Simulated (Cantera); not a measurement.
Feed: 1 mol Pb, 29 mol CO, a varied amount of H2, at 1048.15 K and 0.330 bar.

These are equilibrium values from Cantera (NASA tables, ideal gas, pure condensed phases), not measurements of a reactor. Candidate condensed phases: C, C6H6, C7H8, C8H18, H2O, Pb, PbO, PbO2, Pb3O4; 113 gas species. Rates play no part.

### Question
At 24 mol H2, list the 5 most abundant gas species with their mole fractions, and the condensed phases.

### Answer
CO 0.515, H2 0.448, CO2 0.0193, H2O 0.0142, CH4 0.00386. Condensed: C(graphite) + Pb(l).
